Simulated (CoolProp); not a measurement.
Saturation properties of octamethylcyclotetrasiloxane (D4) (Tc = 313.4 °C, pc = 1.347 MPa, ω = 0.598).

Computed with CoolProp (reference Helmholtz-energy equation of state, Thol 2015).

```tsv
T (°C)	p (MPa)	vapour density (kg/m³)	liquid cp (kJ/(kg K))	surface tension (mN/m)
102.35	0.009622	0.9263	1.821	12.4
117.05	0.01694	1.581	1.854	11.3
131.75	0.02827	2.568	1.888	10.3
146.45	0.04503	3.998	1.923	9.32
161.15	0.06885	6.003	1.959	8.33
175.85	0.1016	8.748	1.997	7.37
190.55	0.1454	12.43	2.035	6.43
205.15	0.2020	17.27	2.076	5.52
219.85	0.2748	23.67	2.119	4.63
```

It boils at 175.7 °C under 1 atm.

Surface tension comes from a separate correlation (Mulero 2014), older than this fluid's equation and unchecked against measurements.
